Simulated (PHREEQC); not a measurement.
Consider water at 27 °C with 0.0023 mol/kgw CdCl2, 0.016 mol/kgw CaCl2 and 0.00037 mol/kgw HNO3. Closed to the air; pH follows from the charge balance.

Computed with PHREEQC (ion-association model, wateq4f.dat).

No solid was allowed to form.

Task: Order these Cd species by the share of Cd that they hold, largest first: CdCl+, Cd+2, CdCl3-, CdCl2.

Result: CdCl+ (57 %), Cd+2 (38 %), CdCl2 (5.4 %), CdCl3- (0.12 %)

The pH is 3.50 and the ionic strength 0.0523 mol/kgw. Complexes and solids missing from the database can't appear.
